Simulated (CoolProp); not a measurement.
The numbers come from the reference Helmholtz-energy equation of state, Wu 2011 in CoolProp.

Problem. For dimethyl ether, give the phase and the density (kg/m³), isothermal compressibility (1/MPa), fugacity coefficient at 431.2 K and 1870 kPa; 431.2 K and 2670 kPa.

Solution. 
- 431.2 K and 1870 kPa: gas; density 26.8, isothermal compressibility 0.600, fugacity coefficient 0.904
- 431.2 K and 2670 kPa: gas; density 40.5, isothermal compressibility 0.448, fugacity coefficient 0.864
